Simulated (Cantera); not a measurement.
Feed: 1 mol CaF2, 0.073 mol H2O, 0.28 mol H2, 2.7 mol O2, at 2000 K and 0.0133 bar.

Equilibrium computed with Cantera from the NASA thermochemical tables; the gas is ideal and each condensed phase is pure. Candidate condensed phases: Ca, CaF2, CaO, Ca(OH)2, H2O; 29 gas species. Kinetics and transport are ignored.

Base state: O2 0.649, CaF2 0.181, HF 0.146, H2O 0.0151, O 0.00467, OH 0.00310, F 0.000124, H 9.63e-5 (mole fractions); condensed: CaO(s).

### Question
What changes in the equilibrium state with this change: O2 from 2.7 to 0.13 mol?

### Answer
```csv
species,before,after
HF,0.146,0.556
CaF2,0.181,0.264
H2O,0.0151,0.150
O2,0.649,0.000213
H2,4.68e-5,0.0256
O,0.00467,8.46e-5
H,9.63e-5,0.00225
Ca(OH)2,1.54e-6,1.53e-5
"CaO(s), mol",0.287,0.215
"CaF2(l), mol",0,0.580
```
Mutual solubility and eutectic melting of coexisting phases are not modelled.

### Question
What changes in the equilibrium state with this change: temperature from 2000 K to 975 K?

### Answer
| species | before | after |
|---|---|---|
| O2 | 0.649 | 0.879 |
| H2O | 0.0151 | 0.121 |
| HF | 0.146 | 0.000118 |
| CaF2 | 0.181 | <1e-9 |
| O | 0.00467 | <1e-9 |
| F | 0.000124 | <1e-9 |
| CaO(s), mol | 0.287 | 0.000172 |
| CaF2(s), mol | 0 | 1.000 |

### Question
What changes in the equilibrium state with this change: pressure from 0.0133 bar to 7.70e-5 bar?

### Answer
| species | before | after |
|---|---|---|
| O2 | 0.649 | 0.599 |
| CaF2 | 0.181 | 0.178 |
| HF | 0.146 | 0.133 |
| O | 0.00467 | 0.0590 |
| OH | 0.00310 | 0.0101 |
| H2O | 0.0151 | 0.0127 |
| Ca | 2.60e-8 | 6.16e-5 |
| CaO | 6.97e-8 | 1.21e-5 |
| CaF | 5.07e-5 | 0.00245 |
| CaO(s), mol | 0.287 | 0.266 |
